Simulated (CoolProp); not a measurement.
Values from CoolProp's reference Helmholtz-energy equation of state, Lemmon 2006. It is a short technical equation, of lower accuracy than the large ones.

Task: For toluene, give the phase and the density (kg/m³), cv (kJ/(kg K)), Joule-Thomson coefficient (K/MPa), Prandtl number at 155.95 °C and 60.1 bar.

Result: 
- 155.95 °C and 60.1 bar: liquid; density 741, cv 1.67, Joule-Thomson coefficient -0.244, Prandtl number 4.19

Viscosity comes from a separate model (Avgeri 2015). Thermal conductivity comes from a separate model (Assael 2012).
